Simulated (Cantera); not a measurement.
An isothermal, constant-pressure homogeneous reactor starts with H2 : O2 = 0.34 : 1 (molar parts), at 1375 K and 14.3 Torr.

Model: the H2/O2 subset of GRI-Mech 3.0, which has no nitrogen chemistry, integrated in Cantera. Radical loss at walls, strong at low pressure, is not modelled. The temperature is held fixed by assumption; the heat of reaction is taken as removed at once.

One state of this run: x H2 = 1.25e-5; x O2 = 0.709; x H2O2 = 2.08e-8; x H2O = 0.290; x O = 6.29e-5; x HO2 = 2.00e-7; x H = 1.41e-6. x: mole fraction; the columns are a selection and need not sum to one.

Question: Which value of t (s) does it belong to?
A. 3.30
B. 0.00180
C. 0.346
D. 0.000400

Answer: C, 0.346
